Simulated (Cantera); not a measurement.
A freely propagating, adiabatic, planar premixed flame of 18.0 % H2, 16.4 % O2, 45.9 % N2, 19.8 % H2O, unburnt at 650 K and 120000 Pa; mixture-averaged transport, grid criteria slope 0.08 and curve 0.16, no radiation.

Detailed kinetics in Cantera: the H2/O2 subset of GRI-Mech 3.0, which has no nitrogen chemistry. Burning velocities carry a grid error of a few per cent, more on coarse grids. Lean hydrogen flames are cellular in practice and burn faster than this planar one.

Q: Predict: laminar burning velocity; thermal thickness; peak x(H); peak x(HO2); peak x(OH).

A: 
```json
{
  "laminar_burning_velocity": "293 cm/s",
  "thermal_thickness": "0.303 mm",
  "peak x(H)": "0.00734",
  "peak x(HO2)": "0.000548",
  "peak x(OH)": "0.00949"
}
```
